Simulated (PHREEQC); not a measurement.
0.23 g of hydrous ferric oxide (600 m²/g; 0.2 weak and 0.005 strong sites per Fe, Dzombak-Morel constants, diffuse double layer) in 1 kg of water with 0.05 mol/kgw of an inert sodium salt and 0.00066 mol/kgw NiCl2 and 3.4e-05 mol/kgw BaCl2, at 25 °C; the pH is set by adding NaOH or the inert anion's acid. Oxygen is held at 0.21 atm. No CO2 enters from the air. Nothing may precipitate in this run.

Base run: PHREEQC, ion-association model, wateq4f.dat. Each further column changes one thing. The table gives Ni sorbed (%).

```csv
pH,base,no electrostatic term (-no_edl),background salt from 0.05 to 0.005 mol/kgw,oxide from 0.23 to 1.2 g/kgw,0.00065 mol/kgw CuSO4 added
4,0.0,0.0,0.0,0.0,0.0
4.75,0.1,0.2,0.1,0.7,0.0
5.5,1.2,…,1.2,6.3,0.1
6.25,4.3,10.6,4.3,…,0.1
7,19.0,50.0,…,66.6,0.3
7.75,36.1,73.2,34.4,96.1,…
8.5,43.6,78.5,40.8,99.8,21.3
9.25,45.1,…,42.0,100.0,41.9
10,43.4,77.2,41.3,100.0,42.9
```

Question: Fill in the missing entries.

Answer: 
- 5.5, no electrostatic term (-no_edl): 1.9
- 6.25, oxide from 0.23 to 1.2 g/kgw: 20.4
- 7, background salt from 0.05 to 0.005 mol/kgw: 18.6
- 7.75, 0.00065 mol/kgw CuSO4 added: 2.9
- 9.25, no electrostatic term (-no_edl): 79.4

In at least one series the solution becomes supersaturated in solids that the run did not let form, among them Ni(OH)2. The database's constant for dissolved Cu(OH)2 is higher than later reviews accept.
